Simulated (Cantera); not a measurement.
Charge: 1 mol n-butane, 1.6 mol O2, 0.68 mol H2, equilibrated at 525 K and 0.0360 bar.

Method: chemical equilibrium by Gibbs-energy minimisation in Cantera with the NASA 1993 tables (ideal gas, pure condensed phases). Candidate condensed phases: C, C6H6, C7H8, C8H18, H2O; 110 gas species. Equilibrium is a limit: real reactors are often held back by kinetics, nucleation or transport.

Base state: H2O 0.524, CH4 0.302, H2 0.0921, CO2 0.0818, CO 0.000165 (mole fractions); condensed: C(graphite).

Q: What changes in the equilibrium state with this change: temperature from 525 K to 2948 K?

A: 
```
species             before    after
----------------  --------  -------
H                    <1e-9    0.387
H2                  0.0921    0.299
CO                0.000165    0.288
H2O                  0.524  2.98e-8
CH4                  0.302  2.66e-7
CO2                 0.0818  3.92e-9
C2H2 (acetylene)     <1e-9   0.0160
C3                   <1e-9  0.00493
C2H                  <1e-9  0.00329
C(graphite), mol      2.21    0.164
```
